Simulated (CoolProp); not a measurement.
Vapour-liquid equilibrium of R22 (1) + C3F8 (R218) (2) at 1.62 MPa; x and y are mole fractions of (1).

Model: multi-fluid Helmholtz-energy mixture model, Kamei 1995 and Lemmon 2006; pair parameters Bell 2016, in CoolProp.

```tsv
x	bubble temperature, mixture model (K)	bubble temperature, Raoult's law (K)	y, mixture model	y, Raoult's law
0.05	320.6	322.8	0.080	0.059
0.125	317.3	322.1	0.189	0.146
0.2	(withheld)	321.5	0.282	0.231
0.275	(withheld)	320.9	0.362	0.313
0.35	310.7	320.3	(withheld)	0.393
0.425	309.6	319.7	0.490	0.470
0.5	308.9	319.1	0.543	0.546
0.575	308.5	318.5	0.593	0.619
0.65	308.4	318.0	0.641	0.691
0.725	308.7	317.4	0.692	0.760
0.8	309.5	316.8	(withheld)	0.828
0.875	310.8	316.3	0.820	0.894
0.95	(withheld)	315.8	0.915	0.958
```

Question: What belongs in the gaps?

Answer: 
- 0.2, bubble temperature, mixture model (K): 314.5
- 0.275, bubble temperature, mixture model (K): 312.4
- 0.35, y, mixture model: 0.431
- 0.8, y, mixture model: 0.749
- 0.95, bubble temperature, mixture model (K): 313.1

The largest gap from Raoult's law is -10.2 K in bubble temperature, at x = 0.5. y crosses x between x = 0.575 and 0.65: the model has an azeotrope there.

Pair parameters are fitted to limited data, so mixtures are less certain than the pure fluids.
